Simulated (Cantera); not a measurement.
Mixture: 16.4 % CH3OH, 17.5 % O2, 66.1 % N2, equivalence ratio 1.4, at 2.07 atm, adiabatic and at constant volume. Ignition delay is the time to a rise of 400 K.

Detailed kinetics in Cantera: GRI-Mech 3.0 (53 species, 325 reactions). GRI-Mech 3.0 was tuned for natural gas; its chemistry of methanol as a main component is partial and can be far from experiment.

Predict: delay at 1100 K; delay at 1200 K; delay at 1300 K; delay at 1400 K; delay at 1500 K; apparent activation energy between 1400 and 1500 K.


- delay at 1100 K: 28.3 ms
- delay at 1200 K: 4.53 ms
- delay at 1300 K: 0.980 ms
- delay at 1400 K: 0.271 ms
- delay at 1500 K: 92.6 µs
- apparent activation energy between 1400 and 1500 K: 190 kJ/mol
